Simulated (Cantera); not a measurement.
# Thermodynamics of silicates and aluminates, feed SiO2 + MgO + H2O

Input: 1 mol SiO2, 1.9 mol MgO, 0.25 mol H2O, held at 2.40 bar.

Cantera equilibrium calculation (NASA polynomials, part measured and part estimated; ideal gas, pure solids and liquids). Candidate condensed phases: H2O, Mg, MgO, Mg(OH)2, MgSiO3, Mg2SiO4, Si, SiO2; 24 gas species. Mutual solubility and eutectic melting of coexisting phases are not modelled. Condensed phases not in the tables: alloys, solid solutions and most ternary compounds. The numbers say what is thermodynamically allowed, not how fast it happens.

| T (K) | x H2O | x H2 | x O2 | x OH | x H | x O | n MgSiO3(s) | n Mg2SiO4(s) | n MgSiO3(l) |
|---|---|---|---|---|---|---|---|---|---|
| 1100 | 1.000 | 1.14e-6 | 5.54e-7 | 6.96e-8 | 1.78e-11 | 1.20e-12 | 0.100 | 0.900 | 0 |
| 1200 | 1.000 | 5.20e-6 | 2.49e-6 | 4.46e-7 | 2.90e-10 | 2.55e-11 | 0.100 | 0.900 | 0 |
| 1300 | 1.000 | 1.88e-5 | 8.87e-6 | 2.15e-6 | 3.10e-9 | 3.40e-10 | 0.100 | 0.900 | 0 |
| 1400 | 1.000 | 5.68e-5 | 2.63e-5 | 8.28e-6 | 2.37e-8 | 3.14e-9 | 0.100 | 0.900 | 0 |
| 1500 | 1.000 | 0.000148 | 6.76e-5 | 2.66e-5 | 1.38e-7 | 2.15e-8 | 0.100 | 0.900 | 0 |
| 1600 | 0.999 | 0.000345 | 0.000154 | 7.40e-5 | 6.52e-7 | 1.16e-7 | 0.100 | 0.900 | 0 |
| 1700 | 0.999 | 0.000726 | 0.000318 | 0.000182 | 2.56e-6 | 5.15e-7 | 0.100 | 0.900 | 0 |
| 1800 | 0.998 | 0.00141 | 0.000605 | 0.000405 | 8.68e-6 | 1.93e-6 | 0.100 | 0.900 | 0 |
| 1900 | 0.996 | 0.00255 | 0.00107 | 0.000829 | 2.59e-5 | 6.31e-6 | 0 | 0.900 | 0.100 |
| 2000 | 0.992 | 0.00436 | 0.00179 | 0.00157 | 6.93e-5 | 1.83e-5 | 0 | 0.900 | 0.100 |
| 2100 | 0.987 | 0.00707 | 0.00285 | 0.00281 | 0.000169 | 4.79e-5 | 0 | 0.900 | 0.100 |
x: gas mole fraction; n: condensed amount in mol.

From 1100 K to 1800 K the condensed part is MgSiO3(s) + Mg2SiO4(s). From 1900 K to 2100 K the condensed part is MgSiO3(l) + Mg2SiO4(s).
